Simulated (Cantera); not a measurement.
Feed: 1 mol Cr, 6.6 mol O2, 2.2 mol N2, held at 2150 K and 0.170 Pa.

These are equilibrium values from Cantera (NASA tables, ideal gas, pure condensed phases), not measurements of a reactor. Candidate condensed phases: Cr, CrN, Cr2N, Cr2O3; 14 gas species. Equilibrium is a limit: real reactors are often held back by kinetics, nucleation or transport.

Base state: O 0.603, O2 0.162, N2 0.158, Cr 0.0453, CrO 0.0227, CrO2 0.00493, NO 0.00442 (mole fractions); condensed: gas only.

Q: What changes in the equilibrium state with this change: Cr replaced by V?

A: 
```json
[
 {"species": "O", "before": "0.603", "after": "0.587"},
 {"species": "N2", "before": "0.158", "after": "0.174"},
 {"species": "O2", "before": "0.162", "after": "0.154"},
 {"species": "VO2", "before": "0", "after": "0.0793"},
 {"species": "Cr", "before": "0.0453", "after": "0"},
 {"species": "CrO", "before": "0.0227", "after": "0"},
 {"species": "CrO2", "before": "0.00493", "after": "0"},
 {"species": "VO", "before": "0", "after": "0.000866"},
 {"species": "NO", "before": "0.00442", "after": "0.00452"}
]
```
Further candidate phases: V, VN, VO, V2O3, V2O4, V2O5.
